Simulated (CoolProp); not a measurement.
Vapour-liquid equilibrium of carbon dioxide (1) + ethane (2) at -49.45 °C; x and y are mole fractions of (1).

The numbers come from the multi-fluid Helmholtz-energy mixture model, Span 1996 and Bücker 2006; pair parameters Kunz 2012 in CoolProp.

```
x      bubble pressure, mixture model (MPa)  bubble pressure, Raoult's law (MPa)  y, mixture model  y, Raoult's law
-----  ------------------------------------  -----------------------------------  ----------------  ---------------
0.05                                 0.6272                               0.5695             0.134            0.061
0.125                                0.7083                               0.5797             0.275            0.150
0.2                                  0.7718                               0.5898             0.373            0.237
0.275                                0.8193                               0.5999             0.444            0.320
0.35                                 0.8531                               0.6100             0.498            0.400
0.425                                0.8758                               0.6201             0.540            0.478
0.5                                  0.8896                               0.6303             0.574            0.554
0.575                                0.8964                               0.6404             0.604            0.626
0.65                                 0.8972                               0.6505             0.633            0.697
0.725                                0.8916                               0.6606             0.664            0.766
0.8                                  0.8767                               0.6707             0.703            0.832
0.875                                0.8446                               0.6809             0.761            0.897
0.95                                 0.7780                               0.6910             0.867            0.959
```

The largest gap from Raoult's law is +41.2 % in bubble pressure, at x = 0.425. y crosses x between x = 0.575 and 0.65: the model has an azeotrope there.

The pair parameters rest on a limited set of measurements; away from them the model extrapolates.
